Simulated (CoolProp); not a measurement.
Model: reference Helmholtz-energy equation of state, Lemmon 2006, in CoolProp. It is a short technical equation, of lower accuracy than the large ones.

Question: For isopentane, give the phase and the density (kg/m³), speed of sound (m/s) at 409.9 K and 1.03 MPa; 485 K and 1.03 MPa.

Answer: 
- 409.9 K and 1.03 MPa: gas; density 26.6, speed of sound 186
- 485 K and 1.03 MPa: gas; density 20.3, speed of sound 222
